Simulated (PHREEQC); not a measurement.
Solution (25 °C): 0.69 mol K2CO3, 0.96 mol KCl and 2.6 mol KBr per kg of water. Closed to the air; pH follows from the charge balance.

Equilibrium calculation in PHREEQC: Pitzer model, pitzer.dat.

```json
[
 {"quantity": "pH", "before": "11.78", "after": "11.53"},
 {"quantity": "HCO3- (mol/kgw)", "before": "0.00519", "after": "0.00407"},
 {"quantity": "CO2 (mol/kgw)", "before": "6.33e-9", "after": "1.16e-8"},
 {"quantity": "SI of Sylvite (KCl)", "before": "-0.69", "after": "-1.33"}
]
```

Q: Name the change that produced these shifts.
A) diluted 2-fold with water
B) diluted 5-fold with water
C) KCl from 0.96 to 0.48 mol/kgw
D) KCl from 0.96 to 1.44 mol/kgw
E) KCl from 0.96 to 0.096 mol/kgw

A: A, diluted 2-fold with water

This is a speciation only: nothing precipitates in the calculation. In brines, pH and single-ion activities rest on the MacInnes convention.
